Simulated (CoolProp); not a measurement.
A simple Rankine cycle with toluene: condensing at 321.15 K, boiler at 1.21 MPa, turbine inlet 517 K, turbine efficiency 0.75, pump efficiency 0.7, no recuperator. Each further row changes one setting.

Computed with CoolProp (reference Helmholtz-energy equation of state, Lemmon 2006). It is a short technical equation, of lower accuracy than the large ones.

```csv
case,thermal efficiency (%),net work (kJ/kg),heat in (kJ/kg),turbine exit temperature (K),volume ratio over the turbine
as stated,19.8,133,675,421.8,109
turbine inlet 537 K,19.6,141,717,…,106
condensing temperature 313.15 K,…,143,689,415.8,154
boiler pressure 0.847 MPa,18.6,128,687,432.5,…
turbine efficiency 0.65,17.1,115,675,…,112
```

Problem. Complete the blanks.

Solution. 
- turbine inlet 537 K, turbine exit temperature (K): 443.2
- condensing temperature 313.15 K, thermal efficiency (%): 20.7
- boiler pressure 0.847 MPa, volume ratio over the turbine: 72.1
- turbine efficiency 0.65, turbine exit temperature (K): 432.9
